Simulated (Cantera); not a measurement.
Charge: 1 mol Si3N4, 0.023 mol CO2, 140 mol H2, at 1075 K.

Method: chemical equilibrium by Gibbs-energy minimisation in Cantera with the NASA 1993 tables (ideal gas, pure condensed phases). Candidate condensed phases: C, C6H6, C7H8, C8H18, H2O, Si, SiC, SiO2, Si2N2O, Si3N4; 151 gas species. Mutual solubility and eutectic melting of coexisting phases are not modelled. Kinetics and transport are ignored.

log p: log10 of the partial pressure in bar; n: condensed amount in mol.

```json
[
 {"P (Pa)": "0.100", "log p H2": "-6.00", "log p N2": "-9.43", "log p CH4": "-16.49", "log p NH3": "-17.15", "log p H": "-10.83", "log p SiO": "-12.37", "n Si(s)": "0.0324", "n SiC(s)": "0.0230", "n Si2N2O(s)": "0.0459", "n Si3N4(s)": "0.951"},
 {"P (Pa)": "0.600", "log p H2": "-5.22", "log p N2": "-8.88", "log p CH4": "-14.57", "log p NH3": "-15.71", "log p H": "-10.44", "log p SiO": "-12.55", "n Si(s)": "0", "n SiC(s)": "0.0230", "n Si2N2O(s)": "0.0460", "n Si3N4(s)": "0.962"},
 {"P (Pa)": "3.60", "log p H2": "-4.44", "log p N2": "-8.10", "log p CH4": "-12.49", "log p NH3": "-14.15", "log p H": "-10.06", "log p SiO": "-12.81", "n Si(s)": "0", "n SiC(s)": "0.0230", "n Si2N2O(s)": "0.0460", "n Si3N4(s)": "0.962"},
 {"P (Pa)": "22", "log p H2": "-3.66", "log p N2": "-7.32", "log p CH4": "-10.40", "log p NH3": "-12.58", "log p H": "-9.66", "log p SiO": "-13.08", "n Si(s)": "0", "n SiC(s)": "0.0230", "n Si2N2O(s)": "0.0460", "n Si3N4(s)": "0.962"},
 {"P (Pa)": "130", "log p H2": "-2.89", "log p N2": "-6.55", "log p CH4": "-8.34", "log p NH3": "-11.04", "log p H": "-9.28", "log p SiO": "-13.33", "n Si(s)": "0", "n SiC(s)": "0.0225", "n Si2N2O(s)": "0.0460", "n Si3N4(s)": "0.962"},
 {"P (Pa)": "770", "log p H2": "(withheld)", "log p N2": "(withheld)", "log p CH4": "(withheld)", "log p NH3": "(withheld)", "log p H": "(withheld)", "log p SiO": "(withheld)", "n Si(s)": "0", "n SiC(s)": "(withheld)", "n Si2N2O(s)": "0.0460", "n Si3N4(s)": "0.964"},
 {"P (Pa)": "4600", "log p H2": "(withheld)", "log p N2": "(withheld)", "log p CH4": "(withheld)", "log p NH3": "(withheld)", "log p H": "(withheld)", "log p SiO": "<-13", "n Si(s)": "0", "n SiC(s)": "0", "n Si2N2O(s)": "0.0460", "n Si3N4(s)": "0.969"},
 {"P (Pa)": "28000", "log p H2": "-0.55", "log p N2": "-4.52", "log p CH4": "-4.34", "log p NH3": "-6.52", "log p H": "-8.11", "log p SiO": "<-12", "n Si(s)": "0", "n SiC(s)": "0", "n Si2N2O(s)": "0.0460", "n Si3N4(s)": "0.969"},
 {"P (Pa)": "170000", "log p H2": "0.23", "log p N2": "-3.74", "log p CH4": "-3.55", "log p NH3": "-4.96", "log p H": "-7.72", "log p SiO": "<-11", "n Si(s)": "0", "n SiC(s)": "0", "n Si2N2O(s)": "0.0460", "n Si3N4(s)": "0.969"},
 {"P (Pa)": "1000000", "log p H2": "1.00", "log p N2": "-3.04", "log p CH4": "-2.78", "log p NH3": "-3.45", "log p H": "-7.33", "log p SiO": "<-11", "n Si(s)": "0", "n SiC(s)": "0", "n Si2N2O(s)": "0.0460", "n Si3N4(s)": "0.969"}
]
```

Problem. What belongs in the gaps?

Solution. 
- 770, log p H2: -2.11
- 770, log p N2: -5.86
- 770, log p CH4: -6.34
- 770, log p NH3: -9.54
- 770, log p H: -8.89
- 770, log p SiO: -13.56
- 770, n SiC(s): 0.0146
- 4600, log p H2: -1.34
- 4600, log p N2: -5.30
- 4600, log p CH4: -5.12
- 4600, log p NH3: -8.09
- 4600, log p H: -8.50
